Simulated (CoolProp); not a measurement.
A single-stage vapour-compression cycle with vinyl chloride: evaporating at 220.15 K (dew point), condensing at 255.15 K (bubble point), superheat 5 K, subcooling 0 K, compressor efficiency 0.85, no pressure losses. Each further row changes one setting.

The numbers come from the reference Helmholtz-energy equation of state, Thol 2022 in CoolProp.

| case | cooling COP | pressure ratio | discharge temperature (K) | refrigerating effect (kJ/kg) | volumetric capacity (kJ/m³) |
|---|---|---|---|---|---|
| as stated | ? | 5.91 | 316.8 | 339 | 164 |
| evaporating temperature 225.15 K | ? | 4.40 | ? | ? | 218 |
| condensing temperature 250.15 K | 5.52 | 4.75 | ? | 346 | 168 |
| subcooling 5 K | 4.76 | 5.91 | 316.8 | 346 | 168 |
| superheat 15 K | 4.57 | 5.91 | 328.0 | 346 | 161 |
| compressor efficiency 0.75 | 4.11 | 5.91 | ? | 339 | 164 |

Problem. Some entries are withheld; supply them.

Solution. 
- as stated, cooling COP: 4.66
- evaporating temperature 225.15 K, cooling COP: 5.67
- evaporating temperature 225.15 K, discharge temperature (K): 306.7
- evaporating temperature 225.15 K, refrigerating effect (kJ/kg): 342
- condensing temperature 250.15 K, discharge temperature (K): 305.1
- compressor efficiency 0.75, discharge temperature (K): 327.4
